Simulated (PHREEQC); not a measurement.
Geothermal or formation water: an equilibrium model

Model water analysis in mmol/kgw, 40 °C, pH 6.57, pe 8.8:

| constituent | mmol/kgw |
|---|---|
| Na | 136 |
| K | 6.31 |
| Ca | 15.1 |
| Mg | 9.97 |
| Cl | 172 |
| S(6) | 11.4 |
| Alkalinity (meq/kgw) | 0.0439 |
| Li | 5.71 |
| Cd | 0.0617 |
| Zn | 0.781 |

Cl is adjusted to close the charge balance.
Valence states are taken as typed.

Computed with PHREEQC (ion-association model, wateq4f.dat).

Each row changes one thing in this solution. No solid was allowed to form.

```csv
case,ionic strength (mol/kgw),Ca+2 (mol/kgw),SO4-2 (mol/kgw),CaSO4 (mol/kgw),MgSO4 (mol/kgw),NaSO4- (mol/kgw),SI of Gypsum (CaSO4:2H2O),SI of Zincite(c) (ZnO)
as made,0.221,0.0135,0.00663,0.00161,0.00160,0.00134,-0.54,-1.02
temperature from 40 to 25 °C at the same typed pH,0.222,0.0135,0.00700,0.00158,0.00128,0.00133,-0.50,-1.73
Ca from 15.1 to 45.3 mmol/kgw,0.306,0.0419,0.00568,0.00339,0.00116,0.00102,-0.21,-1.07
pH from 6.57 to 6.27 at the same alkalinity,0.221,0.0135,0.00663,0.00161,0.00160,0.00134,-0.54,-1.62
Zn from 0.781 to 2.34 mmol/kgw,0.224,0.0135,0.00656,0.00158,0.00157,0.00131,-0.54,-0.54
```

Complexes and solids missing from the database can't appear. At this temperature some constants are extrapolated from 25 °C, and those without enthalpy data are left unchanged.
